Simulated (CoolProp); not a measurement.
The fluid at 289.7 K and 24.3 MPa flows at 1.3 m/s in a round tube of 12.7 mm bore and 0.25 µm roughness, fully developed (64/Re and Nu = 3.66 if laminar; Colebrook and Gnielinski if turbulent). The same conditions are run with several fluids, on thermodynamics alone (safety and materials aside).

Computed with CoolProp (reference Helmholtz-energy equation of state of each fluid (carbon dioxide: Span 1996; R407C: Lemmon 2003; n-pentane: Thol 2019; methanol: de Reuck 1993; R123: Younglove 1994)). Blends and air are pseudo-pure fits.

```tsv
fluid	Reynolds number	Darcy friction factor	pressure drop (Pa/m)	heat-transfer coefficient (W/(m² K))	mass flow (kg/h)
carbon dioxide	141000	0.0169	1090	4020	577
R407C	89100	0.0185	[?]	3000	[?]
n-pentane	41100	0.0219	953	2330	388
methanol	19100	0.0262	[?]	2520	[?]
R123	41700	0.0218	[?]	[?]	[?]
```

Problem. Complete the blanks.

Solution. 
- R407C, pressure drop (Pa/m): 1570
- R407C, mass flow (kg/h): 754
- methanol, pressure drop (Pa/m): 1420
- methanol, mass flow (kg/h): 483
- R123, pressure drop (Pa/m): 2240
- R123, heat-transfer coefficient (W/(m² K)): 1920
- R123, mass flow (kg/h): 913

Transport values come from each fluid's own correlations; those of n-pentane are estimates that may be off by 10 % or more.
